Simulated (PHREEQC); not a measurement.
A column of 0.5 m (30 cells, dispersivity 0.04 m, 3600 s a shift, diffusion coefficient 3e-10 m²/s) holds 0.0016 eq of the database's cation exchanger X per kg of pore water, first in equilibrium with 8.4 mmol/kgw NaCl and 0.01 mmol/kgw HCl. It is flushed with 0.00079 mol/kgw NH4Cl and 1e-05 mol/kgw HCl, at 15 °C. Values are for the last cell. The system is closed to CO2. Precipitation was switched off in this run.

The series has 31 steps of pore volumes, from 0 to 6.017.

Equilibrium calculation in PHREEQC: ion-association model, phreeqc.dat.

**Question.** After how many pore volumes does NH4 at the outlet first reach half of its feed value?

**Answer.** By 3.0 pore volumes.

Species that the database lacks are ignored.
